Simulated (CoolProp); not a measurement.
Properties of R1234yf along the isotherm 329.7 K.

The numbers come from the reference Helmholtz-energy equation of state, Lemmon 2022 in CoolProp.

| p (kPa) | phase | Z | expansivity (1/kK) |
|---|---|---|---|
| 3080 | liquid | 0.1304 | 4.839 |
| 6150 | liquid | (withheld) | (withheld) |
| 9230 | liquid | (withheld) | (withheld) |
| 12300 | liquid | (withheld) | (withheld) |
| 15400 | liquid | 0.5903 | 2.568 |
| 18500 | liquid | (withheld) | 2.365 |
| 21500 | liquid | 0.8015 | 2.208 |
| 24600 | liquid | 0.9062 | 2.076 |
| 27700 | liquid | 1.009 | 1.965 |
| 30800 | liquid | 1.111 | 1.870 |
| 33800 | liquid | (withheld) | 1.790 |

**Question.** Fill in the missing entries.

**Answer.** 
- 6150, Z: 0.2513
- 6150, expansivity (1/kK): 3.777
- 9230, Z: 0.3675
- 9230, expansivity (1/kK): 3.205
- 12300, Z: 0.4797
- 12300, expansivity (1/kK): 2.835
- 18500, Z: 0.6985
- 33800, Z: 1.209
